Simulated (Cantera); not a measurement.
An isothermal, constant-pressure homogeneous reactor starts with 1.56 % CH4, 98.4 % N2, at 1550 K and 0.218 Torr.

Detailed kinetics in Cantera: GRI-Mech 3.0 (53 species, 325 reactions). GRI-Mech 3.0 stops at C3 and has no aromatics, soot or wall deposition, so with more carbon than oxygen in the feed, carbon stays in small species such as C2H2 where larger ones or solid carbon would form. Radical loss at walls, strong at low pressure, is not modelled.

x: mole fraction; the columns are a selection and need not sum to one.

```json
[
 {"t (s)": "2.00e-5", "x CH4": "0.0156", "x C2H2": "<1e-12", "x CH3": "8.15e-11", "x C2H": "<1e-12", "x CH2": "<1e-12"},
 {"t (s)": "7.66e-5", "x CH4": "0.0156", "x C2H2": "<1e-12", "x CH3": "3.13e-10", "x C2H": "<1e-12", "x CH2": "<1e-12"},
 {"t (s)": "0.000294", "x CH4": "0.0156", "x C2H2": "<1e-12", "x CH3": "1.21e-9", "x C2H": "<1e-12", "x CH2": "<1e-12"},
 {"t (s)": "0.00112", "x CH4": "0.0156", "x C2H2": "<1e-12", "x CH3": "4.83e-9", "x C2H": "<1e-12", "x CH2": "<1e-12"},
 {"t (s)": "0.00431", "x CH4": "0.0156", "x C2H2": "<1e-12", "x CH3": "2.09e-8", "x C2H": "<1e-12", "x CH2": "<1e-12"},
 {"t (s)": "0.0165", "x CH4": "0.0156", "x C2H2": "<1e-12", "x CH3": "1.02e-7", "x C2H": "<1e-12", "x CH2": "<1e-12"},
 {"t (s)": "0.0632", "x CH4": "0.0156", "x C2H2": "<1e-12", "x CH3": "4.75e-7", "x C2H": "<1e-12", "x CH2": "1.45e-12"},
 {"t (s)": "0.242", "x CH4": "0.0156", "x C2H2": "1.25e-12", "x CH3": "1.93e-6", "x C2H": "<1e-12", "x CH2": "1.59e-11"},
 {"t (s)": "0.928", "x CH4": "0.0156", "x C2H2": "2.94e-10", "x CH3": "7.52e-6", "x C2H": "<1e-12", "x CH2": "1.79e-10"},
 {"t (s)": "3.56", "x CH4": "0.0156", "x C2H2": "…", "x CH3": "…", "x C2H": "<1e-12", "x CH2": "…"},
 {"t (s)": "13.6", "x CH4": "0.0154", "x C2H2": "1.26e-5", "x CH3": "0.000108", "x C2H": "5.98e-11", "x CH2": "2.76e-8"},
 {"t (s)": "52.2", "x CH4": "0.0119", "x C2H2": "0.00126", "x CH3": "0.000230", "x C2H": "4.07e-9", "x CH2": "1.46e-7"},
 {"t (s)": "200", "x CH4": "0.00388", "x C2H2": "0.00568", "x CH3": "0.000101", "x C2H": "1.92e-8", "x CH2": "1.02e-7"}
]
```

Q: Some entries are withheld; supply them.

A: 
- 3.56, x C2H2: 6.36e-8
- 3.56, x CH3: 2.89e-5
- 3.56, x CH2: 2.28e-9
